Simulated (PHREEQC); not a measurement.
Model water analysis in mg/kgw, 32 °C, pH 6.32, pe 11.8: Na 0.0659; K 0.0662; Ca 0.214; Mg 0.0142; Cl 0.207; S(6) as SO4 0.151; Alkalinity as HCO3 0.401; Sr 0.0118; Cd 0.0093; Si as SiO2 0.0179; Ni 0.000275.

Valence states are taken as typed.

All values are PHREEQC results (ion-association model, wateq4f.dat), not measurements.

```csv
quantity,before,after
HCO3- (mol/kgw),7.02e-6,8.08e-6
CO2 (mol/kgw),6.98e-6,2.54e-5
CO3-2 (mol/kgw),7.95e-10,2.90e-10
CaHCO3+ (mol/kgw),5.12e-10,5.89e-10
MgSO4 (mol/kgw),2.44e-10,2.44e-10
H3SiO4- (mol/kgw),1.17e-10,3.68e-11
SI of Quartz (SiO2),-2.65,-2.65
```

What was changed between the two runs?
A) pH from 6.32 to 5.82 at the same alkalinity
B) temperature from 32 to 25 °C at the same typed pH
C) Cl from 0.207 to 0.414 mg/kgw
D) Cd from 0.0093 to 0.00465 mg/kgw

A, pH from 6.32 to 5.82 at the same alkalinity

Precipitation was switched off in this run.
